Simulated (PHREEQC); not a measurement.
Consider water at 25 °C with 0.0044 mol/kgw H3BO3, 0.13 mol/kgw NaOH, 0.00013 mol/kgw KCl and 0.015 mol/kgw H2SO4. It is in equilibrium with CO2 at log p = -3.4 (atm). Otherwise closed; pH follows from the charge balance.

Equilibrium calculation in PHREEQC: ion-association model, wateq4f.dat.

**Question.** The ionic strength comes out as 0.144 mol/kgw. What activity coefficients do K+, CO3-2, SO4-2, Cl-, Na+ get?

**Answer.** K+ 0.74, CO3-2 0.34, SO4-2 0.33, Cl- 0.74, Na+ 0.76.

This is a speciation only: nothing precipitates in the calculation. Species that the database lacks are ignored.
